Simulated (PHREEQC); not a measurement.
## Acid rinse or clean (model solution)

Make-up at 20 °C: 0.00095 mol HF, 8e-05 mol AlCl3 and 0.00042 mol KCl per kg of water. Closed to the air; pH follows from the charge balance.

The numbers come from PHREEQC with the ion-association model, wateq4f.dat.

No solid was allowed to form.

Estimate the pH, ionic strength.

pH 3.21; ionic strength 0.00106 mol/kgw.

In which forms is Al present?

AlF3 73 %, AlF2+ 16 %, AlF4- 11 % of the Al.

Fluoro complexes past AlF4- and FeF3 are missing from the database.
